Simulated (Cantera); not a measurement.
Charge: 1 mol Si, 3.3 mol F2, 0.32 mol H2, at 875 °C and 1.00 Torr.

Equilibrium computed with Cantera from the NASA thermochemical tables; the gas is ideal and each condensed phase is pure. Candidate condensed phases: Si; 25 gas species. The numbers say what is thermodynamically allowed, not how fast it happens.

Problem. What is the equilibrium state?

Solution. 
- x(F) = 0.540
- x(SiF4) = 0.279
- x(HF) = 0.178
- x(F2) = 0.00311
- gas amount = 3.589 mol
- log10 activity of Si(s) (absent) = -58.64
